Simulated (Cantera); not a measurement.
Input (Python, Cantera):

```python
import numpy as np
import cantera as ct

gas = ct.Solution("h2o2.yaml")
gas.TPX = 450, 13332, {'H2': 1, 'O2': 0.417, 'N2': 1.57}
flame = ct.FreeFlame(gas, width=0.16)
flame.set_refine_criteria(ratio=3, slope=0.08, curve=0.16)
flame.transport_model = "mixture-averaged"
flame.solve(loglevel=0, auto=True)
flame.transport_model = "multicomponent"
flame.soret_enabled = True
flame.solve(loglevel=0, refine_grid=True)
z, T = flame.grid, flame.T
thick = (T[-1] - T[0]) / np.gradient(T, z).max()
show = ['H2', 'O2', 'H2O', 'HO2', 'H2O2', 'O']
print(f"laminar burning velocity  {flame.velocity[0] * 100:.3f} cm/s")
print(f"burnt temperature         {T[-1]:.1f} K")
print(f"thermal thickness         {thick * 1e3:.4f} mm")
print(f"grid points               {len(z)}")
z0 = z[flame.heat_release_rate.argmax()]
print(f"{'z/mm':>9s}{'T/K':>9s}{'u/(m/s)':>9s}" + "".join(f"{s:>11s}" for s in show))
rows = []
for k in (-3, -2, -1.5, -1, -0.5, -0.25, 0, 0.25, 0.5, 1, 2, 4, 8):
    zz = z0 + k * thick
    rows.append([k * thick, np.interp(zz, z, T), np.interp(zz, z, flame.velocity),
                 *(np.interp(zz, z, flame.X[gas.species_index(s)]) for s in show)])
    print(f"{rows[-1][0] * 1e3:9.3f}{rows[-1][1]:9.1f}{rows[-1][2]:9.3f}" + "".join(f"{x:11.3e}" for x in rows[-1][3:]))
```

It prints:

```
laminar burning velocity  374.153 cm/s
burnt temperature         2384.7 K
thermal thickness         5.7633 mm
grid points               138
     z/mm      T/K  u/(m/s)         H2         O2        H2O        HO2       H2O2          O
  -17.290    450.0    3.742  3.348e-01  1.396e-01  1.460e-15  3.540e-15  7.109e-17  4.832e-19
  -11.527    450.0    3.742  3.348e-01  1.396e-01  1.625e-13  1.728e-12  7.551e-16  7.444e-15
   -8.645    450.0    3.742  3.348e-01  1.396e-01  4.693e-12  5.736e-11  2.407e-14  2.278e-13
   -5.763    450.0    3.741  3.348e-01  1.396e-01  2.451e-09  2.678e-08  2.150e-11  1.024e-10
   -2.882    454.9    3.763  3.309e-01  1.402e-01  2.048e-04  6.836e-05  1.556e-06  2.613e-06
   -1.441    626.1    5.048  2.979e-01  1.376e-01  1.413e-02  4.969e-05  6.061e-06  1.331e-04
    0.000   1076.4    8.432  1.643e-01  8.795e-02  1.184e-01  1.528e-05  5.598e-07  6.036e-03
    1.441   1361.2   10.593  6.918e-02  2.723e-02  2.268e-01  4.255e-06  6.940e-07  1.117e-02
    2.882   1478.6   11.441  6.437e-02  2.003e-02  2.402e-01  2.744e-06  5.722e-07  1.120e-02
    5.763   1612.2   12.371  6.808e-02  1.738e-02  2.464e-01  2.032e-06  3.681e-07  1.052e-02
   11.527   1761.0   13.372  7.102e-02  1.458e-02  2.545e-01  1.465e-06  1.972e-07  9.125e-03
   23.053   1916.6   14.384  7.223e-02  1.152e-02  2.648e-01  1.025e-06  1.017e-07  7.195e-03
   46.107   2066.7   15.327  7.161e-02  8.442e-03  2.766e-01  7.209e-07  5.648e-08  5.094e-03
```

Model: the H2/O2 subset of GRI-Mech 3.0, which has no nitrogen chemistry, integrated in Cantera. Burning velocities carry a grid error of a few per cent, more on coarse grids.
